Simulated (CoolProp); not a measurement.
500 sccm (0 °C, 1 atm) of nitrogen bubbles through liquid decamethylcyclopentasiloxane (D5) at 362.1 K and leaves saturated at a total pressure of 0.0114 MPa (ideal gas phase). Each further row changes one setting.

Model: reference Helmholtz-energy equation of state, Thol 2019, in CoolProp.

```json
[
 {"case": "as stated", "vapour pressure (kPa)": "1.45", "mole fraction of vapour": "(withheld)", "delivery (mg/min)": "(withheld)", "delivery (sccm)": "72.7", "change of delivery for a bath 1 K warmer (%)": "6.1"},
 {"case": "bath temperature 367.1 K", "vapour pressure (kPa)": "(withheld)", "mole fraction of vapour": "0.164", "delivery (mg/min)": "1620", "delivery (sccm)": "(withheld)", "change of delivery for a bath 1 K warmer (%)": "6.1"},
 {"case": "total pressure 0.0228 MPa", "vapour pressure (kPa)": "1.45", "mole fraction of vapour": "(withheld)", "delivery (mg/min)": "(withheld)", "delivery (sccm)": "33.9", "change of delivery for a bath 1 K warmer (%)": "5.7"}
]
```

Problem. Fill in the missing entries.

Solution. 
- as stated, mole fraction of vapour: 0.127
- as stated, delivery (mg/min): 1200
- bath temperature 367.1 K, vapour pressure (kPa): 1.86
- bath temperature 367.1 K, delivery (sccm): 97.8
- total pressure 0.0228 MPa, mole fraction of vapour: 0.0635
- total pressure 0.0228 MPa, delivery (mg/min): 561
